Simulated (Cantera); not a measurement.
Charge: 1 mol FeCl3, 0.28 mol H2, 250 mol N2, 8.3 mol H2O, at 20.0 mbar.

Method: chemical equilibrium by Gibbs-energy minimisation in Cantera with the NASA 1993 tables (ideal gas, pure condensed phases). Candidate condensed phases: Fe, FeCl2, FeCl3, FeO, Fe(OH)2, Fe(OH)3, Fe2O3, Fe3O4, H2O, NH4Cl; 37 gas species. Mutual solubility and eutectic melting of coexisting phases are not modelled. The tables' stoichiometric FeO is somewhat more stable than real wüstite, so its field is too wide. FeO: taken at fixed stoichiometry. Condensed phases not in the tables: FeOCl. The numbers say what is thermodynamically allowed, not how fast it happens.

### Question
What share of the Fe ends up in condensed phases as a function of T (°C), at 352, 452, 552, 652, 752, 852, 952, 1052, 1152, 1252, 1352, 1452, 1552?

### Answer
```csv
T (°C),Fe condensed (%),as
352,100.0,Fe3O4(s)
452,99.9,Fe3O4(s)
552,99.7,Fe3O4(s)
652,98.9,Fe3O4(s)
752,97.3,Fe3O4(s)
852,94.6,Fe3O4(s)
952,91.0,Fe3O4(s)
1052,86.9,Fe3O4(s)
1152,82.6,Fe3O4(s)
1252,77.8,Fe3O4(s)
1352,71.2,Fe3O4(s)
1452,67.2,FeO(l) + Fe3O4(s)
1552,65.6,FeO(l)
```
